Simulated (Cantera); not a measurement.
Equilibrium for halide evaporation, hydrolysis and transport: FeCl3 + O2 + H2

Charge: 1 mol FeCl3, 1.8 mol O2, 250 mol H2, at 7.70 Pa.

Equilibrium computed with Cantera from the NASA thermochemical tables; the gas is ideal and each condensed phase is pure. Candidate condensed phases: Fe, FeCl2, FeCl3, FeO, Fe(OH)2, Fe(OH)3, Fe2O3, Fe3O4, H2O; 22 gas species. Condensed phases not in the tables: FeOCl. The numbers say what is thermodynamically allowed, not how fast it happens.

| T (K) | x H2 | x H | x H2O | x HCl | x Fe | n Fe(α) | n Fe(γ) |
|---|---|---|---|---|---|---|---|
| 748 | 0.974 | 3.24e-11 | 0.0143 | 0.0119 | <1e-12 | 0.999 | 0 |
| 823 | 0.974 | 8.25e-10 | 0.0143 | 0.0119 | <1e-12 | 0.998 | 0 |
| 898 | 0.974 | 1.23e-8 | 0.0143 | 0.0119 | <1e-12 | 0.996 | 0 |
| 973 | 0.974 | 1.22e-7 | 0.0143 | 0.0119 | 4.94e-11 | 0.994 | 0 |
| 1048 | 0.974 | 8.69e-7 | 0.0143 | 0.0119 | 1.82e-9 | 0.992 | 0 |
| 1123 | 0.974 | 4.79e-6 | 0.0143 | 0.0118 | 4.05e-8 | 0.989 | 0 |
| 1198 | 0.974 | 2.14e-5 | 0.0143 | 0.0118 | 6.03e-7 | 0 | 0.986 |
| 1273 | 0.974 | 8.02e-5 | 0.0143 | 0.0118 | 6.46e-6 | 0 | 0.982 |
| 1348 | 0.974 | 0.000260 | 0.0143 | 0.0118 | 5.30e-5 | 0 | 0.967 |
| 1423 | 0.973 | 0.000747 | 0.0143 | 0.0117 | 0.000346 | 0 | 0.890 |
| 1498 | 0.970 | 0.00193 | 0.0143 | 0.0117 | 0.00187 | 0 | 0.503 |
| 1573 | 0.966 | 0.00455 | 0.0142 | 0.0117 | 0.00390 | 0 | 0 |
| 1648 | 0.960 | 0.00994 | 0.0142 | 0.0117 | 0.00392 | 0 | 0 |
| 1723 | 0.950 | 0.0203 | 0.0141 | 0.0116 | 0.00391 | 0 | 0 |
x: gas mole fraction; n: condensed amount in mol.

From 748 K to 1123 K the condensed part is Fe(α). From 1198 K to 1498 K the condensed part is Fe(γ). From 1573 K to 1723 K nothing is condensed. The main Fe-bearing gas is FeCl2 at 748 K and Fe at 1723 K.
